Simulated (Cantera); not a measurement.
Charge: 1 mol Fe2O3, 0.58 mol Cl2, 0.072 mol H2, at 70.0 mbar.

These are equilibrium values from Cantera (NASA tables, ideal gas, pure condensed phases), not measurements of a reactor. Candidate condensed phases: Fe, FeCl2, FeCl3, FeO, Fe(OH)2, Fe(OH)3, Fe2O3, Fe3O4, H2O; 22 gas species. Equilibrium is a limit: real reactors are often held back by kinetics, nucleation or transport. All values below are at 1100 K.

Base state: Cl2 0.595, HCl 0.212, FeCl3 0.101, O2 0.0804, FeCl2 0.00592, Cl 0.00442, H2O 0.00100, Fe2Cl6 0.000322 (mole fractions); condensed: Fe2O3(s).

Task: What changes in the equilibrium state with this change: Fe2O3 replaced by TiO2?

Result: 
```json
[
 {"species": "Cl2", "before": "0.595", "after": "0.772"},
 {"species": "HCl", "before": "0.212", "after": "0.220"},
 {"species": "Cl", "before": "0.00442", "after": "0.00503"},
 {"species": "FeCl3", "before": "0.101", "after": "0"},
 {"species": "O2", "before": "0.0804", "after": "0.00147"},
 {"species": "TiCl4", "before": "0", "after": "0.00153"},
 {"species": "FeCl2", "before": "0.00592", "after": "0"},
 {"species": "Fe2Cl6", "before": "0.000322", "after": "0"},
 {"species": "H2O", "before": "0.00100", "after": "0.000113"},
 {"species": "Fe2O3(s), mol", "before": "0.964", "after": "0"},
 {"species": "TiO2(rutile), mol", "before": "0", "after": "0.999"}
]
```
Condensed phases not in the tables: TiOCl. Further candidate phases: Ti, TiCl2, TiCl3, TiCl4, TiO, TiO2, Ti2O3, Ti3O5, Ti4O7.
